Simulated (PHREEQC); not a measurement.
Hard or scaling water

A solution holds 5.7 mmol/kgw CaSO4, 0.24 mmol/kgw NaHCO3 and 0.027 mmol/kgw H4SiO4, at 25 °C. Closed to the air; pH follows from the charge balance.

All values are PHREEQC results (Pitzer model, pitzer.dat), not measurements.

No solid was allowed to form.

Problem. What pH, osmotic coefficient does the model give?

Solution. pH 8.06; osmotic coefficient 0.769.

Problem. In which forms is C present?

Solution. HCO3- 98 %, CO2 1.6 %, CO3-2 0.8 % of the C.

Complexes and solids missing from the database can't appear.
